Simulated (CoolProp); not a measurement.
A single-stage vapour-compression cycle with the fluid: evaporating at 248.15 K (dew point), condensing at 289.15 K (bubble point), superheat 0 K, subcooling 2 K, compressor efficiency 0.85, no pressure losses. The same conditions are run with several fluids, on thermodynamics alone (safety and materials aside).

Model: reference Helmholtz-energy equation of state of each fluid (R125: Lemmon 2005; R404A: Lemmon 2003; R236FA: Pan 2012; isobutane: Bücker 2006; R507A: Lemmon 2003; sulfur hexafluoride: Guder 2009), in CoolProp. Blends and air are pseudo-pure fits.

| fluid | cooling COP | pressure ratio | discharge temperature (K) | refrigerating effect (kJ/kg) | volumetric capacity (kJ/m³) |
|---|---|---|---|---|---|
| R125 | 4.02 | 3.87 | 295.0 | 102 | 1820 |
| R404A | 4.08 | 3.97 | 300.0 | 132 | 1690 |
| R236FA | 4.31 | 5.86 | 289.8 | 124 | 318 |
| isobutane | 4.42 | 4.57 | 295.1 | 288 | 488 |
| R507A | 4.13 | 3.87 | 298.9 | 129 | 1760 |
| sulfur hexafluoride | 3.60 | 3.25 | 292.6 | 59.9 | 2870 |
